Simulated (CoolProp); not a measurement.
Properties of R236FA along the isobar 424 kPa.

Model: reference Helmholtz-energy equation of state, Pan 2012, in CoolProp.

| T (K) | phase | density (kg/m³) | Joule-Thomson coefficient (K/MPa) | isothermal compressibility (1/MPa) | fugacity coefficient |
|---|---|---|---|---|---|
| 269.3 | liquid | 1455 | -0.2468 | 0.002326 | 0.2106 |
| 283.8 | liquid | 1409 | -0.2024 | 0.002928 | 0.3668 |
| 298.3 | liquid | 1360 | -0.1429 | 0.003779 | 0.5938 |
| 327.4 | gas | 26.41 | 19.39 | 2.662 | 0.9063 |
| 341.9 | gas | 24.83 | 16.32 | 2.602 | 0.9200 |
| 356.4 | gas | 23.48 | 13.93 | 2.558 | 0.9313 |
| 370.9 | gas | 22.30 | 12.03 | 2.525 | 0.9406 |
| 385.5 | gas | 21.26 | 10.48 | 2.499 | 0.9484 |
| 400 | gas | 20.34 | 9.224 | 2.478 | 0.9549 |
